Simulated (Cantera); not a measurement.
Charge: 1 mol H2S, 0.6 mol H2O, 0.4 mol N2, 0.071 mol SO2, equilibrated at 550 °C.

Method: chemical equilibrium by Gibbs-energy minimisation in Cantera with the NASA 1993 tables (ideal gas, pure condensed phases). Candidate condensed phases: H2O, H2SO4, S; 35 gas species. The ideal-gas law is rough above about 30 bar. Gases not in the tables: S3 to S7. The numbers say what is thermodynamically allowed, not how fast it happens.

x: gas mole fraction; n: condensed amount in mol.

| P (Pa) | x H2S | x H2O | x N2 | x S2 | x H2 | x S8 | x SO2 | n S(l) |
|---|---|---|---|---|---|---|---|---|
| 10 | 0.314 | 0.338 | 0.183 | 0.0871 | 0.0775 | <1e-12 | 0.000165 | 0 |
| 200 | 0.378 | 0.347 | 0.188 | (withheld) | (withheld) | (withheld) | (withheld) | 0 |
| 3900 | 0.402 | 0.349 | 0.189 | 0.0520 | 0.00649 | 1.74e-8 | 0.000981 | 0 |
| 77000 | 0.413 | 0.346 | 0.190 | (withheld) | (withheld) | (withheld) | (withheld) | 0 |
| 1500000 | 0.423 | 0.355 | 0.195 | 0.0156 | 0.000637 | 0.00793 | 0.00293 | 0 |
| 30000000 | 0.428 | 0.369 | 0.199 | 0.00117 | 0.000525 | 0.00205 | 0.000288 | 0.175 |

Task: Complete the blanks.

Result: 
- 200, x S2: 0.0618
- 200, x H2: 0.0248
- 200, x S8: 4.66e-12
- 200, x SO2: 0.000321
- 77000, x S2: 0.0456
- 77000, x H2: 0.00161
- 77000, x S8: 7.90e-5
- 77000, x SO2: 0.00332
